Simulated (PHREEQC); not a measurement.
**Hard or scaling water**

Make-up at 25 °C: 12 mmol/kgw CaSO4, 0.63 mmol/kgw CO2, 1.6 mmol/kgw KCl and 1.1 mmol/kgw HF. Closed to the air; pH follows from the charge balance.

The numbers come from PHREEQC with the ion-association model, phreeqc.dat.

Precipitation was switched off in this run.

Task: Estimate the pH.

Result: pH 3.37.

Task: In which forms is F present?

Result: F- 65 %, HF 35 % of the F.

The solution is supersaturated, for example in Fluorite, so a real one may precipitate; this is no full list. Species that the database lacks are ignored.
